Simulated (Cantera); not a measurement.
A perfectly stirred reactor is fed with H2 : O2 : N2 = 0.49 : 1 : 0.98 (molar parts), equivalence ratio 0.24, at 0.133 bar; it is held at 900 K, and followed from long to short residence time.

Detailed kinetics in Cantera: the H2/O2 subset of GRI-Mech 3.0, which has no nitrogen chemistry. Radical loss at walls, strong at low pressure, is not modelled. Below about 950 K walls govern HO2 and H2O2 in real vessels. The temperature is held fixed by assumption; the heat of reaction is taken as removed at once.

Question: Predict: x(H2) at τ = 17.0 s; x(O2) at τ = 17.0 s; x(O) at τ = 17.0 s; x(H2O) at τ = 17.0 s; x(H2O2) at τ = 17.0 s; x(H2) at τ = 48.0 ms; x(O2) at τ = 48.0 ms; x(O) at τ = 48.0 ms; x(H2O) at τ = 48.0 ms; x(H2O2) at τ = 48.0 ms.

Answer: 
```
Item                      Result
----------------------  --------
x(H2) at τ = 17.0 s      0.00724
x(O2) at τ = 17.0 s        0.342
x(O) at τ = 17.0 s       1.34e-6
x(H2O) at τ = 17.0 s       0.212
x(H2O2) at τ = 17.0 s   0.000184
x(H2) at τ = 48.0 ms      0.0241
x(O2) at τ = 48.0 ms       0.347
x(O) at τ = 48.0 ms     0.000142
x(H2O) at τ = 48.0 ms      0.193
x(H2O2) at τ = 48.0 ms   1.12e-5
```
